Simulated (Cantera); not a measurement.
An adiabatic, constant-pressure homogeneous reactor starts with C3H8 : O2 : N2 = 1 : 8.06 : 30.3 (molar parts), equivalence ratio 0.62, at 1025 K and 5.00 bar. Integrator tolerance rtol = 1e-08.

Computed with Cantera and GRI-Mech 3.0 (53 species, 325 reactions). GRI-Mech 3.0 was tuned for natural gas; its chemistry of propane as a main component is partial and can be far from experiment.

What does this change do: initial temperature 1025 to 1100 K?


```
quantity                                                              before                                      after
---------------------------------  -----------------------------------------  -----------------------------------------
time of steepest temperature rise                                    78.2 ms                                    17.5 ms
temperature at 0.500 s                                                2296 K                                     2352 K
equilibrium temperature                                               2296 K                                     2352 K
x(C3H8) at 0.500 s                     <1e-12 (gas-phase equilibrium <1e-12)      <1e-12 (gas-phase equilibrium <1e-12)
x(O2) at 0.500 s                       0.0709 (gas-phase equilibrium 0.0709)      0.0704 (gas-phase equilibrium 0.0704)
x(CH2CO) at 0.500 s                    <1e-12 (gas-phase equilibrium <1e-12)      <1e-12 (gas-phase equilibrium <1e-12)
x(H2) at 0.500 s                   0.000331 (gas-phase equilibrium 0.000331)  0.000451 (gas-phase equilibrium 0.000451)
x(CH3) at 0.500 s                      <1e-12 (gas-phase equilibrium <1e-12)      <1e-12 (gas-phase equilibrium <1e-12)
x(C2H4) at 0.500 s                     <1e-12 (gas-phase equilibrium <1e-12)      <1e-12 (gas-phase equilibrium <1e-12)
```

What does this change do: 0.26 parts H2 added?


| quantity | before | after |
|---|---|---|
| time of steepest temperature rise | 78.2 ms | 24.9 ms |
| temperature at 0.500 s | 2296 K | 2323 K |
| equilibrium temperature | 2296 K | 2323 K |
| x(C3H8) at 0.500 s | <1e-12 (gas-phase equilibrium <1e-12) | <1e-12 (gas-phase equilibrium <1e-12) |
| x(O2) at 0.500 s | 0.0709 (gas-phase equilibrium 0.0709) | 0.0674 (gas-phase equilibrium 0.0674) |
| x(CH2CO) at 0.500 s | <1e-12 (gas-phase equilibrium <1e-12) | <1e-12 (gas-phase equilibrium <1e-12) |
| x(H2) at 0.500 s | 0.000331 (gas-phase equilibrium 0.000331) | 0.000421 (gas-phase equilibrium 0.000421) |
| x(CH3) at 0.500 s | <1e-12 (gas-phase equilibrium <1e-12) | <1e-12 (gas-phase equilibrium <1e-12) |
| x(C2H4) at 0.500 s | <1e-12 (gas-phase equilibrium <1e-12) | <1e-12 (gas-phase equilibrium <1e-12) |
